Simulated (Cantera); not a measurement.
## Silicon carbide growth: SiCl4 + C2H4 + H2

A closed system holds: 1 mol SiCl4, 0.0068 mol C2H4, 8.8 mol H2, equilibrated at 13.3 mbar.

Cantera equilibrium calculation (NASA polynomials, part measured and part estimated; ideal gas, pure solids and liquids). Candidate condensed phases: C, C6H6, C7H8, C8H18, Si, SiC; 109 gas species. Mutual solubility and eutectic melting of coexisting phases are not modelled. The tables' values for SiCl3, SiCl are old estimates; treat these amounts as uncertain. The numbers say what is thermodynamically allowed, not how fast it happens.

```csv
T (K),log p H2,log p HCl,log p SiCl2,log p SiCl4,log p SiHCl3,log p SiCl3,log p SiH2Cl2,n Si(s),n SiC(s)
1073,-1.94,-3.15,-4.06,-3.03,-3.74,-4.15,-5.38,0.0382,0.0136
1123,-1.95,-3.02,-3.75,-3.10,-3.80,-3.97,-5.42,0.0503,0.0136
1173,-1.96,-2.91,-3.49,-3.20,-3.89,-3.84,-5.47,0.0467,0.0136
1223,-1.98,-2.82,-3.28,-3.34,-4.01,-3.77,-5.55,0.0228,0.0136
1273,-1.99,-2.75,-3.14,-3.54,-4.18,-3.75,-5.67,0,0.0136
1323,-2.00,-2.69,-3.06,-3.79,-4.39,-3.79,-5.83,0,0.0136
1373,-2.00,-2.66,-3.00,-4.08,-4.62,-3.87,-6.00,0,0.0136
1423,-2.01,-2.63,-2.97,-4.39,-4.87,-3.98,-6.17,0,0.0136
1473,-2.01,-2.62,-2.95,-4.71,-5.12,-4.10,-6.34,0,0.0136
1523,-2.01,-2.62,-2.94,-5.02,-5.37,-4.22,-6.51,0,0.0136
```
log p: log10 of the partial pressure in bar; n: condensed amount in mol.

From 1073 K to 1223 K the condensed part is Si(s) + SiC(s). From 1273 K to 1523 K the condensed part is SiC(s). The main Si-bearing gas is SiCl4 at 1073 K and SiCl2 at 1523 K.
